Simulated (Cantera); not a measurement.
An adiabatic, constant-volume homogeneous reactor starts with CO : H2 : CH4 : O2 : N2 = 1 : 0.093 : 0.36 : 1.15 : 4.33 (molar parts), equivalence ratio 1.1, at 1550 K and 13.8 atm.

Cantera simulation using GRI-Mech 3.0 (53 species, 325 reactions); the numbers are that mechanism's predictions, not measurements. The pressure lies above the range GRI-Mech 3.0 was tuned for (to about 10 atm). Above 3000 K some thermodynamic fits are extrapolated.

### Question
Predict: time of steepest temperature rise; temperature at 0.900 s; equilibrium temperature; x(CO) at 0.900 s; x(H2) at 0.900 s; x(HCO) at 0.900 s; x(H) at 0.900 s; x(OH) at 0.900 s.

### Answer
| Property | Value |
|---|---|
| time of steepest temperature rise | 33.3 µs |
| temperature at 0.900 s | 3164 K |
| equilibrium temperature | 3164 K |
| x(CO) at 0.900 s | 0.0892 (gas-phase equilibrium 0.0892) |
| x(H2) at 0.900 s | 0.0102 (gas-phase equilibrium 0.0102) |
| x(HCO) at 0.900 s | 7.98e-7 (gas-phase equilibrium 7.98e-7) |
| x(H) at 0.900 s | 0.00491 (gas-phase equilibrium 0.00491) |
| x(OH) at 0.900 s | 0.0176 (gas-phase equilibrium 0.0176) |
